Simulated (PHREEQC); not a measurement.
## Silver or lead bath: speciation

Consider water at 20 °C with 150 mmol/kgw Pb(NO3)2, 8 mmol/kgw KNO3 and 0.091 mmol/kgw Zn(NO3)2. Closed to the air; pH follows from the charge balance.

Computed with PHREEQC (ion-association model, phreeqc.dat).

Each row changes one thing in this solution. Precipitation was switched off in this run.

| case | pH | ionic strength (mol/kgw) | NO3- (mol/kgw) | ZnOH+ (mol/kgw) | SI of Zn(OH)2(e) (Zn(OH)2) |
|---|---|---|---|---|---|
| as made | 4.24 | 0.316 | 0.237 | 4.08e-10 | -7.66 |
| diluted 5-fold with water | … | 0.0772 | … | 3.39e-10 | -7.26 |
| Zn(NO3)2 from 9.1e-05 to 0.000137 mol/kgw | 4.24 | 0.316 | 0.237 | 6.15e-10 | -7.48 |
| Pb(NO3)2 left out | 6.61 | 0.00827 | 0.00818 | 2.10e-7 | -2.48 |
| KNO3 from 0.008 to 0.0072 mol/kgw | 4.24 | 0.315 | 0.236 | 4.08e-10 | -7.66 |

### Question
Some entries are withheld; supply them.

### Answer

- diluted 5-fold with water, pH: 4.69
- diluted 5-fold with water, NO3- (mol/kgw): 0.0544
